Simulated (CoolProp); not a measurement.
A single-stage vapour-compression cycle with n-perfluorobutane: evaporating at 270.15 K (dew point), condensing at 319.15 K (bubble point), superheat 2 K, subcooling 2 K, compressor efficiency 0.7, no pressure losses. Each further row changes one setting.

Model: reference Helmholtz-energy equation of state, Gao 2022, in CoolProp.

| case | cooling COP | pressure ratio | discharge temperature (K) | refrigerating effect (kJ/kg) | volumetric capacity (kJ/m³) |
|---|---|---|---|---|---|
| as stated | … | 5.12 | 319.2 | 46.0 | 494 |
| evaporating temperature 275.15 K | 2.88 | 4.20 | 319.2 | … | 646 |
| condensing temperature 314.15 K | 2.88 | 4.45 | 314.1 | 51.9 | 557 |
| subcooling 7 K | 2.67 | 5.12 | 319.2 | 51.9 | 557 |
| superheat 12 K | 2.56 | 5.12 | 319.2 | 54.4 | 561 |
| compressor efficiency 0.6 | … | 5.12 | 319.2 | 46.0 | 494 |

### Question
What belongs in the gaps?

### Answer

- as stated, cooling COP: 2.36
- evaporating temperature 275.15 K, refrigerating effect (kJ/kg): 49.9
- compressor efficiency 0.6, cooling COP: 2.03

The compression ends wet for: as stated; evaporating temperature 275.15 K; condensing temperature 314.15 K; subcooling 7 K; superheat 12 K; compressor efficiency 0.6.
